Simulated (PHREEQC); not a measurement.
A solution holds 37 mmol/kgw CuCl2, at 25 °C. It is in equilibrium with CO2 at log p = 0 (atm). Otherwise closed; pH follows from the charge balance.

The numbers come from PHREEQC with the ion-association model, wateq4f.dat.

Each row changes one thing in this solution. Precipitation was switched off in this run.

```
case                                               pH  ionic strength (mol/kgw)  Cu+2 (mol/kgw)  CuHCO3+ (mol/kgw)  HCO3- (mol/kgw)  CuOH+ (mol/kgw)  SI of Tenorite (CuO)  SI of Malachite (Cu2(OH)2CO3)
-----------------------------------------------  ----  ------------------------  --------------  -----------------  ---------------  ---------------  --------------------  -----------------------------
as made                                          3.45                     0.105          0.0340           0.000371          5.47e-5          4.97e-7                 -2.59                          -2.90
diluted 5-fold with water                        3.66                    0.0218         0.00707           0.000166          7.95e-5          2.19e-7                 -2.68                          -3.09
temperature from 25 to 45 °C                     3.54                    0.0993          0.0310           0.000298          4.87e-5          5.49e-7                 -1.76                          -1.87
CuCl2 replaced by Cu(BF4)2 at the same molality  2.69                     0.112          0.0362            6.75e-5          9.51e-6          9.06e-8                 -4.09                          -5.91
diluted 10-fold with water                       3.74                    0.0110         0.00354           0.000109          9.17e-5          1.43e-7                 -2.77                          -3.28
CuCl2 from 0.037 to 0.0074 mol/kgw               3.66                    0.0218         0.00707           0.000166          7.95e-5          2.19e-7                 -2.68                          -3.09
CuCl2 from 0.037 to 0.0555 mol/kgw               3.40                     0.156          0.0499           0.000441          4.98e-5          5.98e-7                 -2.58                          -2.88
```

Away from 25 °C the constants follow the database's enthalpies or fits; those with neither stay at their 25 °C values. Real BF4- forms and hydrolyses slowly; the run takes it at equilibrium.
